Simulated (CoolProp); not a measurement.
Vapour-liquid equilibrium of acetone (1) + p-xylene (2) at 181.65 °C; x and y are mole fractions of (1).

Values from CoolProp's multi-fluid Helmholtz-energy mixture model, Lemmon 2006 and Zhou 2012; pair parameters Bell 2016.

```tsv
x	bubble pressure (MPa)	y at the bubble point	dew pressure at overall composition x (MPa)	liquid density (mol/L)
0.05	0.3990	0.294	0.2992	6.776
0.125	0.5553	0.505	0.3243	6.947
0.2	0.6966	0.618	0.3538	7.125
0.275	0.8266	0.690	0.3890	7.310
0.35	0.9487	0.742	0.4315	7.503
0.425	1.066	0.783	0.4840	7.705
0.5	1.181	0.817	0.5502	7.916
0.575	1.295	0.848	0.6358	8.137
0.65	1.412	0.875	0.7498	8.369
0.725	1.532	0.902	0.9054	8.613
0.8	1.659	0.928	1.121	8.870
0.875	1.793	0.954	1.410	9.142
0.95	1.936	0.981	1.770	9.429
```

No azeotrope shows between x = 0.05 and 0.95.

Pair parameters are fitted to limited data, so mixtures are less certain than the pure fluids. The gap from Raoult's law changes sign with composition, which may be real or a fault of the pair parameters; it wasn't checked against measurements.
